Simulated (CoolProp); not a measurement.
Vapour-liquid equilibrium of R245fa (1) + n-pentane (2) at 294.9 K; x and y are mole fractions of (1).

Values from CoolProp's multi-fluid Helmholtz-energy mixture model, Akasaka 2015 and Thol 2019; pair parameters Bell 2016.

```json
[
 {"x": "0.05", "bubble pressure, mixture model (bar)": "0.9758", "bubble pressure, Raoult's law (bar)": "0.6405", "y, mixture model": "0.398", "y, Raoult's law": "0.103"},
 {"x": "0.2", "bubble pressure, mixture model (bar)": "1.462", "bubble pressure, Raoult's law (bar)": "0.7471", "y, mixture model": "0.627", "y, Raoult's law": "0.352"},
 {"x": "0.35", "bubble pressure, mixture model (bar)": "1.566", "bubble pressure, Raoult's law (bar)": "0.8537", "y, mixture model": "0.665", "y, Raoult's law": "0.539"},
 {"x": "0.5", "bubble pressure, mixture model (bar)": "1.582", "bubble pressure, Raoult's law (bar)": "0.9603", "y, mixture model": "0.674", "y, Raoult's law": "0.685"},
 {"x": "0.65", "bubble pressure, mixture model (bar)": "1.589", "bubble pressure, Raoult's law (bar)": "1.067", "y, mixture model": "0.685", "y, Raoult's law": "0.802"},
 {"x": "0.8", "bubble pressure, mixture model (bar)": "1.577", "bubble pressure, Raoult's law (bar)": "1.174", "y, mixture model": "0.727", "y, Raoult's law": "0.897"},
 {"x": "0.95", "bubble pressure, mixture model (bar)": "1.438", "bubble pressure, Raoult's law (bar)": "1.280", "y, mixture model": "0.878", "y, Raoult's law": "0.976"}
]
```

The largest gap from Raoult's law is +95.7 % in bubble pressure, at x = 0.2. y crosses x between x = 0.65 and 0.8: the model has an azeotrope there.

The pair parameters rest on a limited set of measurements; away from them the model extrapolates. With so large a gap from Raoult's law the liquid may split in two, which this calculation doesn't test in full.
